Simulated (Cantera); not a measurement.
Cantera run:

```python
import numpy as np
import cantera as ct

gas_names = [...]  # 96 gases of nasa_gas.yaml made of C, Cl, H, Ti
cond_names = """
    C(gr) C6H6(L) C7H8(L) C8H18(L),n-octa Ti(a) Ti(b) Ti(L) TiC(s) TiC(L) TiCL2(s) TiCL3(s) TiCL4(L)
""".split()


# ... load() reads the species with a 1 bar reference pressure and builds the phases ...
atoms = {
    'TiCl4': {'Ti': 1, 'CL': 4},
    'C3H8': {'C': 3, 'H': 8},
    'H2': {'H': 2},
}
top_T = {'C(gr)': 4500, 'TiCL2(s)': 1300, 'TiCL3(s)': 1000}  # K; cautious upper limits of use, not melting points


# ... equilibrate(T, P, feed) seeds the gas with the atoms and calls Mixture.equilibrate('TP', solver="vcs", rtol=1e-11, max_steps=5000) ...
results = []
T = 2150  # K
P = 133.322  # Pa
for m in [19, 23, 29, 37, 47, 59, 74, 94, 120, 150, 190, 240, 300]:
    feed = {'TiCl4': 1, 'C3H8': 0.64, 'H2': m}  # mol
    mix = equilibrate(T, P, feed)
    results.append((T, P, feed, dict(zip(mix.species_names, mix.species_moles))))

top = {s: max(r[3][s] / sum(r[3][g] for g in gas_names) for r in results) for s in gas_names}
cols = sorted((s for s in top if top[s] > 1e-05), key=lambda s: -top[s])[:5]
seen = [c for c in cond_names if any(r[3].get(c, 0) > 1e-12 for r in results)]
print("log10 of partial pressures in bar; condensed amounts in mol")
print(f"{'n(H2)':>10s}" + "".join(f"{s[:9]:>10s}" for s in cols + seen))
for T, P, feed, n in results:
    ng = sum(n[g] for g in gas_names)
    print(f"{feed['H2']:10.4g}" + "".join(f"{np.log10(max(n[s] / ng * P / 1e5, 1e-99)):10.3f}" for s in cols)
          + "".join(f"{n.get(c, 0):10.4g}" for c in seen))
```

It prints:

```
log10 of partial pressures in bar; condensed amounts in mol
     n(H2)        H2       HCL         H        CL C2H2,acet     C(gr)    TiC(s)
        19    -3.006    -3.712    -3.878    -4.720    -5.719    0.8531    0.9947
        23    -2.994    -3.780    -3.872    -4.793    -5.707    0.8378    0.9954
        29    -2.981    -3.864    -3.865    -4.884    -5.694    0.8152     0.996
        37    -2.970    -3.956    -3.860    -4.982    -5.683    0.7854    0.9965
        47    -2.961    -4.049    -3.855    -5.079    -5.674    0.7484    0.9968
        59    -2.954    -4.140    -3.852    -5.173    -5.667    0.7042     0.997
        74    -2.949    -4.231    -3.849    -5.268    -5.662    0.6491    0.9971
        94    -2.944    -4.330    -3.847    -5.368    -5.657    0.5757    0.9972
       120    -2.940    -4.431    -3.845    -5.472    -5.653    0.4804    0.9971
       150    -2.937    -4.525    -3.844    -5.567    -5.650    0.3705     0.997
       190    -2.935    -4.624    -3.842    -5.668    -5.648    0.2241    0.9967
       240    -2.933    -4.724    -3.842    -5.768    -5.646   0.04104    0.9963
       300    -2.932    -4.819    -3.841    -5.864    -5.721         0    0.9955
```

Equilibrium computed with Cantera from the NASA thermochemical tables; the gas is ideal and each condensed phase is pure. The tables' values for TiCl2 are old estimates; treat these amounts as uncertain. TiC: taken at fixed stoichiometry.
